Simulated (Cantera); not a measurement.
Source: NASA polynomial tables (part measured, part estimated), evaluated in Cantera. Values are per mole of reaction as written; species without (g) are pure solids or liquids, kept so even where they would boil at 1 bar.

4 CrO3(g) + 4 NH3(g) → N2(g) + 2 Cr2N + 12 OH(g), with ΔH° = 1576.7 kJ and ΔS° = 691.4 J/K at 300 K.

**Question.** How far is the shortcut ΔG° ≈ ΔH°(300 K) − T·ΔS°(300 K) from the full temperature-dependent value at 623, 698, 773, 848, 923, 998 K?

**Answer.** 
| T (K) | shortcut (kJ) | full (kJ) | difference (kJ) | difference in log10 K |
|---|---|---|---|---|
| 623 | 1145.9 | 1129.6 | 16.3 | -1.37 |
| 698 | 1094.1 | 1071.4 | 22.7 | -1.70 |
| 773 | 1042.2 | 1012.7 | 29.5 | -2.00 |
| 848 | 990.4 | 953.6 | 36.7 | -2.26 |
| 923 | 938.5 | 894.3 | 44.2 | -2.50 |
| 998 | 886.6 | 834.6 | 52.0 | -2.72 |
The shortcut ignores the heat-capacity change of the reaction.
